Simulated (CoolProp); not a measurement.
Chlorine at 293.15 K and 0.478 MPa is throttled through a valve to 0.226 MPa with no heat exchange. Each further row changes one setting.

The numbers come from the reference Helmholtz-energy equation of state, Thol 2021 in CoolProp.

```json
[
 {"case": "as stated", "temperature change (K)": "[?]", "final density (kg/m³)": "[?]"},
 {"case": "outlet pressure 0.0678 MPa", "temperature change (K)": "[?]", "final density (kg/m³)": "[?]"},
 {"case": "outlet pressure 0.294 MPa", "temperature change (K)": "[?]", "final density (kg/m³)": "[?]"}
]
```

Fill in the missing entries.


- as stated, temperature change (K): -8.2
- as stated, final density (kg/m³): 7.00
- outlet pressure 0.0678 MPa, temperature change (K): -13.5
- outlet pressure 0.0678 MPa, final density (kg/m³): 2.09
- outlet pressure 0.294 MPa, temperature change (K): -5.9
- outlet pressure 0.294 MPa, final density (kg/m³): 9.12
